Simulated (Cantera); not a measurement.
**Silicon etching in halogen gases: Si + F2 + H2**

Feed: 1 mol Si, 3.1 mol F2, 0.54 mol H2, equilibrated at 0.00150 bar.

These are equilibrium values from Cantera (NASA tables, ideal gas, pure condensed phases), not measurements of a reactor. Candidate condensed phases: Si; 25 gas species. The numbers say what is thermodynamically allowed, not how fast it happens.

| T (K) | x HF | x SiF4 | x F | x F2 | x H2F2 |
|---|---|---|---|---|---|
| 773 | 0.397 | 0.368 | 0.0587 | 0.177 | 2.63e-8 |
| 798 | 0.392 | 0.363 | 0.0836 | 0.161 | 2.22e-8 |
| 823 | 0.386 | 0.357 | 0.114 | 0.143 | 1.88e-8 |
| 848 | 0.378 | 0.350 | 0.150 | 0.121 | 1.59e-8 |
| 873 | 0.371 | 0.343 | 0.188 | 0.0980 | 1.35e-8 |
| 898 | 0.363 | 0.336 | 0.226 | 0.0752 | 1.16e-8 |
| 923 | 0.356 | 0.330 | 0.260 | 0.0548 | 1.00e-8 |
| 948 | 0.350 | 0.324 | 0.287 | 0.0381 | 8.78e-9 |
| 973 | 0.346 | 0.320 | 0.308 | 0.0256 | 7.80e-9 |
| 998 | 0.343 | 0.318 | 0.322 | 0.0168 | 7.00e-9 |
| 1023 | 0.341 | 0.316 | 0.332 | 0.0110 | 6.36e-9 |
| 1048 | 0.340 | 0.315 | 0.338 | 0.00718 | 5.82e-9 |
| 1073 | 0.339 | 0.314 | 0.342 | 0.00473 | 5.36e-9 |
| 1098 | 0.339 | 0.313 | 0.345 | 0.00315 | 4.97e-9 |
x: gas mole fraction; nothing condenses.

From 773 K to 1098 K nothing is condensed. The main Si-bearing gas is SiF4 throughout.
